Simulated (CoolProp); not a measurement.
Vapour-liquid equilibrium of n-butane (1) + cis-2-butene (2) at 358 K; x and y are mole fractions of (1).

Computed with CoolProp (multi-fluid Helmholtz-energy mixture model, Bücker 2006 and Lemmon 2005; pair parameters Bell 2016).

```json
[
 {"x": "0.05", "bubble pressure (MPa)": "1.043", "y at the bubble point": "0.056", "dew pressure at overall composition x (MPa)": "1.042", "liquid density (mol/L)": "9.476"},
 {"x": "0.15", "bubble pressure (MPa)": "1.058", "y at the bubble point": "0.163", "dew pressure at overall composition x (MPa)": "1.056", "liquid density (mol/L)": "9.355"},
 {"x": "0.25", "bubble pressure (MPa)": "1.071", "y at the bubble point": "0.266", "dew pressure at overall composition x (MPa)": "1.069", "liquid density (mol/L)": "9.239"},
 {"x": "0.35", "bubble pressure (MPa)": "1.082", "y at the bubble point": "0.366", "dew pressure at overall composition x (MPa)": "1.080", "liquid density (mol/L)": "9.127"},
 {"x": "0.45", "bubble pressure (MPa)": "1.091", "y at the bubble point": "0.465", "dew pressure at overall composition x (MPa)": "1.090", "liquid density (mol/L)": "9.019"},
 {"x": "0.55", "bubble pressure (MPa)": "1.099", "y at the bubble point": "0.562", "dew pressure at overall composition x (MPa)": "1.098", "liquid density (mol/L)": "8.914"},
 {"x": "0.65", "bubble pressure (MPa)": "1.105", "y at the bubble point": "0.660", "dew pressure at overall composition x (MPa)": "1.105", "liquid density (mol/L)": "8.813"},
 {"x": "0.75", "bubble pressure (MPa)": "1.111", "y at the bubble point": "0.757", "dew pressure at overall composition x (MPa)": "1.111", "liquid density (mol/L)": "8.715"},
 {"x": "0.85", "bubble pressure (MPa)": "1.116", "y at the bubble point": "0.854", "dew pressure at overall composition x (MPa)": "1.116", "liquid density (mol/L)": "8.619"},
 {"x": "0.95", "bubble pressure (MPa)": "1.120", "y at the bubble point": "0.951", "dew pressure at overall composition x (MPa)": "1.120", "liquid density (mol/L)": "8.525"}
]
```

No azeotrope shows between x = 0.05 and 0.95.

Pair parameters are fitted to limited data, so mixtures are less certain than the pure fluids.
